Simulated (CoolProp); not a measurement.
Properties of c-C4F8 (RC318) along the isobar 248 kPa (Tc = 388.4 K, pc = 2778 kPa, ω = 0.355).

Values from CoolProp's reference Helmholtz-energy equation of state, Platzer 1990. This equation is an older, rougher fit.

```tsv
T (K)	phase	cv (kJ/(kg K))	isothermal compressibility (1/MPa)	viscosity (µPa s)	conductivity (mW/(m K))	fugacity coefficient
345.7	gas	0.8172	4.233	13.3	15.4	0.9565
357.6	gas	?	4.208	13.8	16.2	0.9612
369.5	gas	0.8490	4.187	14.3	17.0	0.9653
381.3	gas	0.8642	4.170	14.8	17.9	0.9688
393.2	gas	0.8791	?	15.2	18.7	0.9719
405.1	gas	0.8936	4.141	15.7	19.6	?
416.9	gas	0.9076	4.130	16.1	20.4	0.9772
428.8	gas	0.9213	4.120	16.6	21.2	0.9794
440.7	gas	?	4.111	17.0	22.1	0.9813
452.5	gas	0.9475	4.103	17.4	22.9	0.9831
464.4	gas	0.9600	4.096	17.9	23.7	0.9846
476.3	gas	0.9722	4.090	18.3	24.6	0.9861
488.1	gas	?	4.085	18.7	?	0.9873
500	gas	0.9952	4.080	19.1	?	0.9885
```

Problem. Fill in the missing entries.

Solution. 
- 357.6, cv (kJ/(kg K)): 0.8333
- 393.2, isothermal compressibility (1/MPa): 4.154
- 405.1, fugacity coefficient: 0.9747
- 440.7, cv (kJ/(kg K)): 0.9347
- 488.1, cv (kJ/(kg K)): 0.9838
- 488.1, conductivity (mW/(m K)): 25.4
- 500, conductivity (mW/(m K)): 26.2

Viscosity comes from a separate model (Huber 2003), an estimate that may be off by 10 % or more. Thermal conductivity comes from a separate model (Huber 2003), an estimate that may be off by 10 % or more.
